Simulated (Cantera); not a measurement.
Feed: 1 mol B2O3, 1.8 mol H2O, 24 mol N2, at 22000 Pa.

Method: chemical equilibrium by Gibbs-energy minimisation in Cantera with the NASA 1993 tables (ideal gas, pure condensed phases). Candidate condensed phases: B, BN, B2O3, B3O3H3, H2O; 39 gas species. Gases not in the tables: H3BO3. Equilibrium is a limit: real reactors are often held back by kinetics, nucleation or transport.

Q: At 1177 °C, list the 7 most abundant gas species with their mole fractions, and the condensed phases.

A: N2 0.926, H2O 0.0652, HBO2 0.00834, (HBO2)3 4.12e-5, H2 3.67e-5, B2O3 3.42e-5, O2 1.29e-5. Condensed: B2O3(l).
